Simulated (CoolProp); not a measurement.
Propylene at several states: Z from the reference equation and from simpler models built on Tc = 364.2 K, pc = 4555 kPa, ω = 0.146; each cubic takes its own stable root.

Model: reference Helmholtz-energy equation of state, Lemmon 2013, in CoolProp.

```tsv
T (K)	p (kPa)	phase	reference
567.9	10800	supercritical	0.8631
461.6	21.1	gas	0.9993
100.1	73.5	liquid	0.004929
411.1	1140	gas	0.9397
209.1	64.9	liquid	0.002493
```

### Question
How far does each simpler model (van der Waals, Peng-Robinson) lie from the reference over these 5 states: mean and median of the absolute difference, and the worst?

### Answer
- van der Waals: mean 7893.2 %, median 7.7 %, worst +39394.6 % at 209.1 K and 64.9 kPa
- Peng-Robinson: mean 1.6 %, median 0.7 %, worst -5.7 % at 209.1 K and 64.9 kPa

At some of these states van der Waals gives the other phase, because its saturation line lies elsewhere.
